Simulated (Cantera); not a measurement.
Feed: 1 mol SiO2, 86 mol HCl, 47 mol N2, at 4.40e-5 bar.

Method: chemical equilibrium by Gibbs-energy minimisation in Cantera with the NASA 1993 tables (ideal gas, pure condensed phases). Candidate condensed phases: H2O, NH4Cl, Si, SiO2, Si2N2O, Si3N4; 47 gas species. The tables hold silica as quartz up to 1696 K and as liquid above; real silica turns to tridymite and cristobalite and melts near 1996 K. Rates play no part.

Question: Which condensed phases are stable at each of these points (T (°C)): 575, 675, 775, 875, 975, 1075, 1175, 1275, 1375, 1475, 1575?

Answer: 
```
T (°C)  condensed phases  Si condensed (%)
------  ----------------  ----------------
575       SiO2(β-quartz)             100.0
675       SiO2(β-quartz)             100.0
775       SiO2(β-quartz)             100.0
875       SiO2(β-quartz)              99.9
975       SiO2(β-quartz)              99.9
1075      SiO2(β-quartz)              99.7
1175      SiO2(β-quartz)              97.3
1275      SiO2(β-quartz)              83.5
1375      SiO2(β-quartz)              22.1
1475            gas only               0.0
1575            gas only               0.0
```

From 575 °C to 1375 °C the condensed part is SiO2(β-quartz). From 1475 °C to 1575 °C nothing is condensed.
